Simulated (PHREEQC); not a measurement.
1 kg of water holding 22 mmol/kgw KOH and 53 mmol/kgw Na2SO4 meets 20 L of dry gas (H2 1 by moles) at fixed total pressure, at 25 °C; fugacities by Peng-Robinson. The gases take part in no redox reaction, some water evaporates into the gas, and hydrates or a liquid gas phase aren't modelled. No solid was allowed to form.

All values are PHREEQC results (ion-association model, phreeqc.dat), not measurements.

Predict dissolved H2 (mol/kgw) at P (atm) = 5, 20, 40, 50.


| P (atm) | dissolved H2 (mol/kgw) |
|---|---|
| 5 | 0.00378 |
| 20 | 0.0150 |
| 40 | 0.0295 |
| 50 | 0.0365 |
